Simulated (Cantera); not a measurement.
Feed: 1 mol PbO, 5.3 mol CO, equilibrated at 1200 °C and 47.0 Pa.

These are equilibrium values from Cantera (NASA tables, ideal gas, pure condensed phases), not measurements of a reactor. Candidate condensed phases: C, Pb, PbO, PbO2, Pb3O4; 15 gas species. The numbers say what is thermodynamically allowed, not how fast it happens.

Base state: CO 0.683, CO2 0.159, Pb 0.159, PbO 2.92e-5 (mole fractions); condensed: gas only.

### Question
What changes in the equilibrium state with this change: temperature from 1200 °C to 1852 °C?

### Answer
| species | before | after |
|---|---|---|
| CO | 0.683 | 0.686 |
| Pb | 0.159 | 0.157 |
| CO2 | 0.159 | 0.152 |
| O | 4.49e-9 | 0.00274 |
| O2 | 1.21e-9 | 0.00129 |
| PbO | 2.92e-5 | 0.00122 |

### Question
What changes in the equilibrium state with this change: PbO replaced by MgO?

### Answer
```json
[
 {"species": "CO", "before": "0.683", "after": "0.999"},
 {"species": "Mg", "before": "0", "after": "0.000652"},
 {"species": "CO2", "before": "0.159", "after": "0.000652"},
 {"species": "Pb", "before": "0.159", "after": "0"},
 {"species": "PbO", "before": "2.92e-5", "after": "0"},
 {"species": "MgO(s), mol", "before": "0", "after": "0.997"}
]
```
Further candidate phases: Mg, MgCO3, MgO.

### Question
What changes in the equilibrium state with this change: PbO replaced by TiO2?

### Answer
```
species             before    after
-----------------  -------  -------
CO                   0.683    0.995
CO2                  0.159  0.00527
Pb                   0.159        0
PbO                2.92e-5        0
TiO2(rutile), mol        0    0.888
Ti4O7(s), mol            0   0.0279
```
Mutual solubility and eutectic melting of coexisting phases are not modelled. Condensed phases not in the tables: Magnéli phases beyond Ti4O7. Further candidate phases: Ti, TiC, TiO, TiO2, Ti2O3, Ti3O5, Ti4O7.
